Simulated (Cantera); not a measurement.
## Thermodynamics of silicon oxide and oxynitride deposition, feed Si2H6 + O2 + N2O

Charge: 1 mol Si2H6, 0.15 mol O2, 35 mol N2O, equilibrated at 0.133 bar.

These are equilibrium values from Cantera (NASA tables, ideal gas, pure condensed phases), not measurements of a reactor. Candidate condensed phases: H2O, Si, SiO2, Si2N2O, Si3N4; 35 gas species. The feed counts by its element totals alone. The tables hold silica as quartz up to 1696 K and as liquid above; real silica turns to tridymite and cristobalite and melts near 1996 K. Kinetics and transport are ignored.

```json
[
 {"T (K)": "725", "log p N2": "-1.05", "log p O2": "-1.44", "log p H2O": "-2.12", "log p NO": "-7.17", "n SiO2(α-quartz)": "2.00", "n SiO2(β-quartz)": "0"},
 {"T (K)": "775", "log p N2": "-1.05", "log p O2": "-1.44", "log p H2O": "-2.12", "log p NO": "-6.74", "n SiO2(α-quartz)": "2.00", "n SiO2(β-quartz)": "0"},
 {"T (K)": "825", "log p N2": "-1.05", "log p O2": "-1.44", "log p H2O": "-2.12", "log p NO": "-6.37", "n SiO2(α-quartz)": "2.00", "n SiO2(β-quartz)": "0"},
 {"T (K)": "875", "log p N2": "-1.05", "log p O2": "-1.44", "log p H2O": "-2.12", "log p NO": "-6.04", "n SiO2(α-quartz)": "0", "n SiO2(β-quartz)": "2.00"},
 {"T (K)": "925", "log p N2": "-1.05", "log p O2": "-1.44", "log p H2O": "-2.12", "log p NO": "-5.75", "n SiO2(α-quartz)": "0", "n SiO2(β-quartz)": "2.00"},
 {"T (K)": "975", "log p N2": "-1.05", "log p O2": "-1.44", "log p H2O": "-2.12", "log p NO": "-5.48", "n SiO2(α-quartz)": "0", "n SiO2(β-quartz)": "2.00"},
 {"T (K)": "1025", "log p N2": "-1.05", "log p O2": "-1.44", "log p H2O": "-2.12", "log p NO": "-5.24", "n SiO2(α-quartz)": "0", "n SiO2(β-quartz)": "2.00"},
 {"T (K)": "1075", "log p N2": "-1.05", "log p O2": "-1.44", "log p H2O": "-2.12", "log p NO": "-5.03", "n SiO2(α-quartz)": "0", "n SiO2(β-quartz)": "2.00"},
 {"T (K)": "1125", "log p N2": "-1.05", "log p O2": "-1.44", "log p H2O": "-2.12", "log p NO": "-4.83", "n SiO2(α-quartz)": "0", "n SiO2(β-quartz)": "2.00"},
 {"T (K)": "1175", "log p N2": "-1.05", "log p O2": "-1.44", "log p H2O": "-2.12", "log p NO": "-4.65", "n SiO2(α-quartz)": "0", "n SiO2(β-quartz)": "2.00"},
 {"T (K)": "1225", "log p N2": "-1.05", "log p O2": "-1.44", "log p H2O": "-2.12", "log p NO": "-4.48", "n SiO2(α-quartz)": "0", "n SiO2(β-quartz)": "2.00"},
 {"T (K)": "1275", "log p N2": "-1.05", "log p O2": "-1.44", "log p H2O": "-2.12", "log p NO": "-4.33", "n SiO2(α-quartz)": "0", "n SiO2(β-quartz)": "2.00"}
]
```
log p: log10 of the partial pressure in bar; n: condensed amount in mol.

From 725 K to 825 K the condensed part is SiO2(α-quartz). From 875 K to 1275 K the condensed part is SiO2(β-quartz).
